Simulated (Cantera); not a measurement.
A Cantera script and what it prints.

```python
import numpy as np
import cantera as ct

gas_names = """
    CL CL2 H HCL H2 N NH NH2 NH3 N2 N2H2 N2H4 Si SiCL SiCL2 SiCL3 SiCL4 SiH SiHCL3 SiH2 SiH2CL2 SiH3
    SiH3CL SiH4 SiN Si2 Si2N Si3
""".split()
cond_names = """
    NH4CL(a) NH4CL(b) Si(cr) Si(L) Si3N4(a)
""".split()


# ... load() reads the species with a 1 bar reference pressure and builds the phases ...
atoms = {
    'SiHCl3': {'Si': 1, 'H': 1, 'CL': 3},
    'NH3': {'N': 1, 'H': 3},
}
top_T = {'Si3N4(a)': 2400}  # K; cautious upper limits of use, not melting points


# ... equilibrate(T, P, feed) seeds the gas with the atoms and calls Mixture.equilibrate('TP', solver="vcs", rtol=1e-11, max_steps=5000) ...
results = []
feed = {'SiHCl3': 1, 'NH3': 0.99}  # mol
P = 1000  # Pa
for T in [1098, 1123, 1148, 1173, 1198, 1223, 1248, 1273]:
    mix = equilibrate(T, P, feed)
    results.append((T, P, feed, dict(zip(mix.species_names, mix.species_moles))))

top = {s: max(r[3][s] / sum(r[3][g] for g in gas_names) for r in results) for s in gas_names}
cols = sorted((s for s in top if top[s] > 0.001), key=lambda s: -top[s])[:7]
seen = [c for c in cond_names if any(r[3].get(c, 0) > 1e-12 for r in results)]
print("log10 of partial pressures in bar; condensed amounts in mol")
print(f"{'T/K':>10s}" + "".join(f"{s[:9]:>10s}" for s in cols + seen))
for T, P, feed, n in results:
    ng = sum(n[g] for g in gas_names)
    print(f"{T:10.4g}" + "".join(f"{np.log10(max(n[s] / ng * P / 1e5, 1e-99)):10.3f}" for s in cols)
          + "".join(f"{n.get(c, 0):10.4g}" for c in seen))
```

It prints:

```
log10 of partial pressures in bar; condensed amounts in mol
       T/K       HCL        H2     SiCL4        N2     SiCL3     SiCL2    SiHCL3  Si3N4(a)
      1098    -2.349    -2.399    -2.916    -3.536    -4.865    -5.667    -4.803    0.2012
      1123    -2.345    -2.402    -2.923    -3.545    -4.694    -5.370    -4.746     0.202
      1148    -2.342    -2.405    -2.931    -3.551    -4.531    -5.088    -4.693    0.2026
      1173    -2.338    -2.408    -2.941    -3.555    -4.378    -4.820    -4.644    0.2029
      1198    -2.336    -2.411    -2.954    -3.554    -4.234    -4.567    -4.600    0.2028
      1223    -2.333    -2.415    -2.970    -3.549    -4.099    -4.327    -4.562    0.2021
      1248    -2.332    -2.419    -2.991    -3.536    -3.976    -4.103    -4.531    0.2006
      1273    -2.331    -2.423    -3.019    -3.515    -3.865    -3.895    -4.509     0.198
```

Equilibrium computed with Cantera from the NASA thermochemical tables; the gas is ideal and each condensed phase is pure. The tables' values for SiCl3 are old estimates; treat these amounts as uncertain.
